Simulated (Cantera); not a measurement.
Input: 1 mol (CH₃)₂SiCl₂, 0.074 mol C₂H₄, 40 mol H₂, held at 13300 Pa.

Equilibrium computed with Cantera from the NASA thermochemical tables; the gas is ideal and each condensed phase is pure. Candidate condensed phases: C, C₆H₆, C₇H₈, C₈H₁₈, Si, SiC; 109 gas species. The feed counts by its element totals alone. The numbers say what is thermodynamically allowed, not how fast it happens.

Task: At 1577 °C, list the 4 most abundant gas species with their mole fractions, and the condensed phases.

Result: H₂ 0.953, HCl 0.0448, H 0.00144, C₂H₂ (acetylene) 0.000249. Condensed: C(graphite) + SiC(s).
